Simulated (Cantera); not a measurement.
A Cantera script and what it prints.

```python
import numpy as np
import cantera as ct

gas_names = """
    F F2 H HF H2 H2F2 H3F3 H4F4 H5F5 H6F6 H7F7 Si SiF SiF2 SiF3 SiF4 SiH SiHF3 SiH2 SiH2F2 SiH3 SiH3F
    SiH4 Si2 Si3
""".split()
cond_names = """
    Si(cr) Si(L)
""".split()


# ... load() reads the species with a 1 bar reference pressure and builds the phases ...
atoms = {
    'Si': {'Si': 1},
    'HF': {'H': 1, 'F': 1},
}
top_T = {}  # K; cautious upper limits of use, not melting points


# ... equilibrate(T, P, feed) seeds the gas with the atoms and calls Mixture.equilibrate('TP', solver="vcs", rtol=1e-11, max_steps=5000) ...
results = []
T = 1025  # K
P = 110  # Pa
for m in [2.1, 2.7, 3.6, 4.7, 6.1, 8, 10, 14, 18]:
    feed = {'Si': 1, 'HF': m}  # mol
    mix = equilibrate(T, P, feed)
    results.append((T, P, feed, dict(zip(mix.species_names, mix.species_moles))))
    x = sorted(zip(gas.X, gas.species_names), reverse=True)
    print(f"T = {T:g} K  P = {P:g} Pa  n(HF) = {m:g} mol  gas = {mix.phase_moles(0):.4g} mol")
    print("   x: " + "  ".join(f"{s} {v:.3e}" for v, s in x if v > 0.0001))
    print("   condensed (mol): " + ("  ".join(f"{mix.phase(i).name} {mix.phase_moles(i):.4g}"
          for i in range(1, mix.n_phases) if mix.phase_moles(i) > 1e-12) or "none"))
```

Result:

```
T = 1025 K  P = 110 Pa  n(HF) = 2.1 mol  gas = 1.573 mol
   x: H2 6.640e-01  SiF4 3.270e-01  SiHF3 6.623e-03  SiF3 2.151e-03  HF 1.056e-04
   condensed (mol): Si(cr) 0.4715
T = 1025 K  P = 110 Pa  n(HF) = 2.7 mol  gas = 2.023 mol
   x: H2 6.640e-01  SiF4 3.270e-01  SiHF3 6.623e-03  SiF3 2.151e-03  HF 1.056e-04
   condensed (mol): Si(cr) 0.3205
T = 1025 K  P = 110 Pa  n(HF) = 3.6 mol  gas = 2.697 mol
   x: H2 6.640e-01  SiF4 3.270e-01  SiHF3 6.623e-03  SiF3 2.151e-03  HF 1.056e-04
   condensed (mol): Si(cr) 0.09402
T = 1025 K  P = 110 Pa  n(HF) = 4.7 mol  gas = 3.7 mol
   x: H2 5.405e-01  SiF4 2.703e-01  HF 1.892e-01
   condensed (mol): none
T = 1025 K  P = 110 Pa  n(HF) = 6.1 mol  gas = 5.1 mol
   x: HF 4.118e-01  H2 3.922e-01  SiF4 1.961e-01
   condensed (mol): none
T = 1025 K  P = 110 Pa  n(HF) = 8 mol  gas = 7 mol
   x: HF 5.714e-01  H2 2.857e-01  SiF4 1.429e-01
   condensed (mol): none
T = 1025 K  P = 110 Pa  n(HF) = 10 mol  gas = 9 mol
   x: HF 6.667e-01  H2 2.222e-01  SiF4 1.111e-01
   condensed (mol): none
T = 1025 K  P = 110 Pa  n(HF) = 14 mol  gas = 13 mol
   x: HF 7.692e-01  H2 1.538e-01  SiF4 7.692e-02
   condensed (mol): none
T = 1025 K  P = 110 Pa  n(HF) = 18 mol  gas = 17 mol
   x: HF 8.235e-01  H2 1.176e-01  SiF4 5.882e-02
   condensed (mol): none
```

Method: chemical equilibrium by Gibbs-energy minimisation in Cantera with the NASA 1993 tables (ideal gas, pure condensed phases). The tables' values for SiF3, SiF2 are old estimates; treat these amounts as uncertain.
